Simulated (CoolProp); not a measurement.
Vapour-liquid equilibrium of carbon dioxide (1) + n-pentane (2) at 5.35 °C; x and y are mole fractions of (1).

Model: multi-fluid Helmholtz-energy mixture model, Span 1996 and Thol 2019; pair parameters Kunz 2012, in CoolProp.

```json
[
 {"x": "0.05", "bubble pressure, mixture model (kPa)": "268.3", "bubble pressure, Raoult's law (kPa)": "229.7", "y, mixture model": "0.882", "y, Raoult's law": "0.872"},
 {"x": "0.2", "bubble pressure, mixture model (kPa)": "1048", "bubble pressure, Raoult's law (kPa)": "825.9", "y, mixture model": "0.968", "y, Raoult's law": "0.970"},
 {"x": "0.35", "bubble pressure, mixture model (kPa)": "1740", "bubble pressure, Raoult's law (kPa)": "1422", "y, mixture model": "0.979", "y, Raoult's law": "0.986"},
 {"x": "0.5", "bubble pressure, mixture model (kPa)": "2244", "bubble pressure, Raoult's law (kPa)": "2018", "y, mixture model": "0.983", "y, Raoult's law": "0.992"},
 {"x": "0.65", "bubble pressure, mixture model (kPa)": "2630", "bubble pressure, Raoult's law (kPa)": "2614", "y, mixture model": "0.986", "y, Raoult's law": "0.996"},
 {"x": "0.8", "bubble pressure, mixture model (kPa)": "3059", "bubble pressure, Raoult's law (kPa)": "3210", "y, mixture model": "0.990", "y, Raoult's law": "0.998"},
 {"x": "0.95", "bubble pressure, mixture model (kPa)": "3709", "bubble pressure, Raoult's law (kPa)": "3806", "y, mixture model": "0.996", "y, Raoult's law": "1.000"}
]
```

The largest gap from Raoult's law is +26.9 % in bubble pressure, at x = 0.2. No azeotrope shows between x = 0.05 and 0.95.

The pair parameters rest on a limited set of measurements; away from them the model extrapolates. The gap from Raoult's law changes sign with composition, which may be real or a fault of the pair parameters; it wasn't checked against measurements.
